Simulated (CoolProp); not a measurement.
Methane along the isobar 74.2 bar: Z from the reference equation and from simpler models built on Tc = 190.6 K, pc = 45.99 bar, ω = 0.011; each cubic takes its own stable root.

Computed with CoolProp (reference Helmholtz-energy equation of state, Setzmann 1991).

```json
[
 {"T (K)": "137.3", "phase": "liquid", "reference": "0.2661", "van der Waals": "0.3783", "Soave-Redlich-Kwong": "0.2690"},
 {"T (K)": "161.5", "phase": "liquid", "reference": "0.2531", "van der Waals": "0.3558", "Soave-Redlich-Kwong": "0.2625"},
 {"T (K)": "185.8", "phase": "liquid", "reference": "0.2640", "van der Waals": "0.3604", "Soave-Redlich-Kwong": "0.2881"},
 {"T (K)": "210", "phase": "supercritical", "reference": "0.4267", "van der Waals": "0.4381", "Soave-Redlich-Kwong": "0.4606"},
 {"T (K)": "234.2", "phase": "supercritical", "reference": "0.6772", "van der Waals": "0.6411", "Soave-Redlich-Kwong": "0.6886"},
 {"T (K)": "258.5", "phase": "supercritical", "reference": "0.7886", "van der Waals": "0.7554", "Soave-Redlich-Kwong": "0.7977"},
 {"T (K)": "282.7", "phase": "supercritical", "reference": "0.8535", "van der Waals": "0.8219", "Soave-Redlich-Kwong": "0.8623"},
 {"T (K)": "307", "phase": "supercritical", "reference": "0.8963", "van der Waals": "0.8662", "Soave-Redlich-Kwong": "0.9051"},
 {"T (K)": "331.2", "phase": "supercritical", "reference": "0.9260", "van der Waals": "0.8974", "Soave-Redlich-Kwong": "0.9349"},
 {"T (K)": "355.4", "phase": "supercritical", "reference": "0.9475", "van der Waals": "0.9205", "Soave-Redlich-Kwong": "0.9564"},
 {"T (K)": "379.7", "phase": "supercritical", "reference": "0.9637", "van der Waals": "0.9382", "Soave-Redlich-Kwong": "0.9724"},
 {"T (K)": "403.9", "phase": "supercritical", "reference": "0.9759", "van der Waals": "0.9519", "Soave-Redlich-Kwong": "0.9845"}
]
```
